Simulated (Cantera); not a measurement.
Thermodynamics of metals in furnace atmospheres, feed Pb + O2 + N2

Charge: 1 mol Pb, 0.15 mol O2, 260 mol N2, held at 1052 °C and 0.180 bar.

Equilibrium computed with Cantera from the NASA thermochemical tables; the gas is ideal and each condensed phase is pure. Candidate condensed phases: Pb, PbO, PbO2, Pb3O4; 12 gas species. Gases not in the tables: (PbO)n polymers. Rates play no part.

```json
{
  "x(N2)": "0.996",
  "x(Pb)": "0.00269",
  "x(PbO)": "0.00114",
  "x(O2)": "1.70e-6",
  "x(NO)": "1.48e-6",
  "gas_amount": "261.0 mol",
  "log10 activity of Pb(l) (absent)": "-0.87"
}
```
